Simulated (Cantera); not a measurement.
Charge: 1 mol SiC, 0.23 mol Si, 9.5 mol H₂, held at 10.0 mbar.

These are equilibrium values from Cantera (NASA tables, ideal gas, pure condensed phases), not measurements of a reactor. Candidate condensed phases: C, C₆H₆, C₇H₈, C₈H₁₈, Si, SiC; 87 gas species. Mutual solubility and eutectic melting of coexisting phases are not modelled. Equilibrium is a limit: real reactors are often held back by kinetics, nucleation or transport. All values below are at 1475 K.

Base state: H₂ 1.000, H 0.000130 (mole fractions); condensed: Si(s) + SiC(s).

### Question
What changes in the equilibrium state with this change: 0.61 mol CO₂ added?

### Answer
```json
[
 {"species": "H₂", "before": "1.000", "after": "0.926"},
 {"species": "CO", "before": "0", "after": "0.0668"},
 {"species": "SiO", "before": "0", "after": "0.00748"},
 {"species": "H₂O", "before": "0", "after": "1.02e-5"},
 {"species": "H", "before": "0.000130", "after": "0.000125"},
 {"species": "Si(s), mol", "before": "0.230", "after": "0"},
 {"species": "SiC(s), mol", "before": "1.000", "after": "0.924"},
 {"species": "SiO₂(β-quartz), mol", "before": "0", "after": "0.229"}
]
```
The tables hold silica as quartz up to 1696 K and as liquid above; real silica turns to tridymite and cristobalite and melts near 1996 K. Further candidate phases: H₂O, SiO₂.
